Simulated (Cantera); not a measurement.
Charge: 1 mol SiH₄, 0.085 mol CH₄, 3.2 mol H₂, at 2573 K and 13.3 mbar.

Cantera equilibrium calculation (NASA polynomials, part measured and part estimated; ideal gas, pure solids and liquids). Candidate condensed phases: C, C₆H₆, C₇H₈, C₈H₁₈, Si, SiC; 87 gas species. Gases not in the tables: Si₂H₆ and higher silanes. Equilibrium is a limit: real reactors are often held back by kinetics, nucleation or transport.

Base state: H₂ 0.629, H 0.236, Si 0.123, Si₂C 0.00425, SiC₂ 0.00304, SiH 0.00268, Si₂ 0.000747, C₂H₂ (acetylene) 0.000711 (mole fractions); condensed: gas only.

Question: What changes in the equilibrium state with this change: temperature from 2573 K to 1900 K?

Answer: 
```csv
species,before,after
H₂,0.629,0.992
H,0.236,0.00685
Si,0.123,0.000946
SiC₂,0.00304,3.30e-8
SiC,2.26e-5,<1e-9
C₂H,2.23e-5,<1e-9
C₂H₂ (acetylene),0.000711,5.23e-7
Si₂C,0.00425,1.66e-5
"Si(l), mol",0,0.909
"SiC(s), mol",0,0.0849
```
Mutual solubility and eutectic melting of coexisting phases are not modelled.

Question: What changes in the equilibrium state with this change: CH₄ from 0.085 to 1.1 mol?

Answer: 
```
species             before     after
----------------  --------  --------
H₂                   0.629     0.650
H                    0.236     0.240
Si                   0.123    0.0707
SiC₂               0.00304    0.0225
C₄H₂               3.33e-7   5.72e-5
C₃                 2.42e-6  0.000112
C₂H₂ (acetylene)  0.000711   0.00948
C₂H                2.23e-5  0.000292
C₂                 8.13e-7   1.05e-5
C(graphite), mol         0     0.434
```
